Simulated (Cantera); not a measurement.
A perfectly stirred reactor is fed with 70.9 % CH₄, 29.1 % H₂O, at 3.75 atm; it is held at 2075 K, and followed from long to short residence time.

Model: GRI-Mech 3.0 (53 species, 325 reactions), integrated in Cantera. GRI-Mech 3.0 stops at C3 and has no aromatics, soot or wall deposition, so with more carbon than oxygen in the feed, carbon stays in small species such as C2H2 where larger ones or solid carbon would form.

x: mole fraction; the columns are a selection and need not sum to one.

```
τ (s)      x CH₄    x H₂O     x OH     x CH₃    x HCO
-------  -------  -------  -------  --------  -------
0.38     0.00914  0.00249  4.52e-7  0.000284  1.96e-7
0.14      0.0112  0.00644  1.17e-6  0.000350  1.92e-7
0.053     0.0152   0.0152  2.78e-6  0.000475  1.82e-7
0.020     0.0220   0.0326  5.99e-6  0.000694  1.65e-7
0.0074    0.0332   0.0611  1.14e-5   0.00106  1.45e-7
0.0027       [?]      [?]      [?]       [?]  1.34e-7
0.0010    0.0792    0.136  2.59e-5   0.00258  1.49e-7
0.00038    0.122    0.166  3.20e-5   0.00396  2.04e-7
0.00014      [?]      [?]      [?]       [?]      [?]
```

Question: Complete the blanks.

Answer: 
- 0.0027, x CH₄: 0.0512
- 0.0027, x H₂O: 0.0983
- 0.0027, x OH: 1.86e-5
- 0.0027, x CH₃: 0.00165
- 0.00014, x CH₄: 0.188
- 0.00014, x H₂O: 0.192
- 0.00014, x OH: 3.71e-5
- 0.00014, x CH₃: 0.00609
- 0.00014, x HCO: 3.08e-7
